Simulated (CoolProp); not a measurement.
Vapour pressure (bar) of R1336mzz(E): the reference equation beside estimates from Tc = 130.4 °C, pc = 27.79 bar, ω = 0.413. Clausius-Clapeyron is anchored at 18.65 °C with a constant enthalpy of vaporisation of 24.26 kJ/mol.

Model: reference Helmholtz-energy equation of state, Akasaka 2023, in CoolProp.

```json
[
 {"T (°C)": "-15.95", "reference": "0.3448", "Clausius-Clapeyron": "0.4007", "van der Waals": "3.392", "Soave-Redlich-Kwong": "0.3445"},
 {"T (°C)": "-10.15", "reference": "0.4585", "Clausius-Clapeyron": "0.5146", "van der Waals": "3.830", "Soave-Redlich-Kwong": "0.4577"},
 {"T (°C)": "-4.45", "reference": "0.5977", "Clausius-Clapeyron": "0.6512", "van der Waals": "4.296", "Soave-Redlich-Kwong": "0.5966"},
 {"T (°C)": "1.35", "reference": "0.7719", "Clausius-Clapeyron": "0.8191", "van der Waals": "4.806", "Soave-Redlich-Kwong": "0.7706"},
 {"T (°C)": "7.05", "reference": "0.9800", "Clausius-Clapeyron": "1.017", "van der Waals": "5.345", "Soave-Redlich-Kwong": "0.9790"},
 {"T (°C)": "12.85", "reference": "1.235", "Clausius-Clapeyron": "1.256", "van der Waals": "5.933", "Soave-Redlich-Kwong": "1.234"},
 {"T (°C)": "18.65", "reference": "1.538", "Clausius-Clapeyron": "1.538", "van der Waals": "6.562", "Soave-Redlich-Kwong": "1.540"},
 {"T (°C)": "24.35", "reference": "1.890", "Clausius-Clapeyron": "1.863", "van der Waals": "7.220", "Soave-Redlich-Kwong": "1.894"},
 {"T (°C)": "30.15", "reference": "2.310", "Clausius-Clapeyron": "2.248", "van der Waals": "7.932", "Soave-Redlich-Kwong": "2.318"},
 {"T (°C)": "35.95", "reference": "2.797", "Clausius-Clapeyron": "2.692", "van der Waals": "8.687", "Soave-Redlich-Kwong": "2.810"},
 {"T (°C)": "41.65", "reference": "3.349", "Clausius-Clapeyron": "3.194", "van der Waals": "9.473", "Soave-Redlich-Kwong": "3.370"},
 {"T (°C)": "47.45", "reference": "3.992", "Clausius-Clapeyron": "3.778", "van der Waals": "10.32", "Soave-Redlich-Kwong": "4.023"}
]
```

Absolute difference from the reference over all 12 rows, mean and median: Clausius-Clapeyron 5.6 and 4.2 %, van der Waals 415.9 and 353.5 %, Soave-Redlich-Kwong 0.3 and 0.2 %.
